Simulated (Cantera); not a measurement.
Charge: 1 mol C₂F₆, 1.1 mol HCl, equilibrated at 2177 °C and 0.0660 bar.

Equilibrium computed with Cantera from the NASA thermochemical tables; the gas is ideal and each condensed phase is pure. Candidate condensed phases: C, C₆H₆, C₇H₈, C₈H₁₈; 118 gas species. The feed counts by its element totals alone. The tables' values for C₂F₄ are old estimates; treat these amounts as uncertain. Gases not in the tables: C₂F₆ and larger saturated fluorocarbons. Equilibrium is a limit: real reactors are often held back by kinetics, nucleation or transport.

Base state: CF₂ 0.263, HF 0.239, Cl 0.237, F 0.157, CF₄ 0.0871, CF₃ 0.0109, CF 0.00437, HCl 0.000933 (mole fractions); condensed: C(graphite).

What changes in the equilibrium state with this change: pressure from 0.0660 bar to 3.60e-5 bar?


```
species             before    after
----------------  --------  -------
F                    0.157    0.663
Cl                   0.237    0.153
HF                   0.239    0.149
CF₂                  0.263  0.00257
CF₄                 0.0871  4.55e-9
CF₃                 0.0109  2.46e-7
CF                 0.00437   0.0185
CClF₃             0.000201    <1e-9
C₂F₄               1.10e-5    <1e-9
Cl₂               0.000408  9.26e-8
C₅                 8.11e-9  1.49e-5
C(graphite), mol     0.323     1.69
```

What changes in the equilibrium state with this change: pressure from 0.0660 bar to 1.00 bar?


| species | before | after |
|---|---|---|
| HF | 0.239 | 0.293 |
| Cl | 0.237 | 0.271 |
| CF₄ | 0.0871 | 0.259 |
| CF₂ | 0.263 | 0.116 |
| F | 0.157 | 0.0268 |
| CF₃ | 0.0109 | 0.0125 |
| CCl₂F₂ | 2.76e-7 | 3.66e-5 |
| CClF₃ | 0.000201 | 0.00399 |
| C(graphite), mol | 0.323 | 0.563 |
